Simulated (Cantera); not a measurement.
## Ignition delay

Mixture: CO : H2 : CH4 : O2 : N2 = 1 : 0.22 : 0.51 : 3.02 : 11.3 (molar parts), equivalence ratio 0.54, at 1.00 bar, adiabatic and at constant pressure. Ignition delay is the time to a rise of 400 K.

Computed with Cantera and GRI-Mech 3.0 (53 species, 325 reactions). Below about 1000 K GRI-Mech 3.0 lacks low-temperature oxidation paths.

| T0 (K) | delay (ms) |
|---|---|
| 975 | 16.6 |
| 1050 | 5.90 |
| 1125 | 2.77 |
| 1200 | 1.42 |
| 1275 | 0.784 |
| 1350 | 0.462 |
| 1425 | 0.291 |

| Property | Value |
|---|---|
| apparent activation energy between 1275 and 1425 K | 100 kJ/mol |
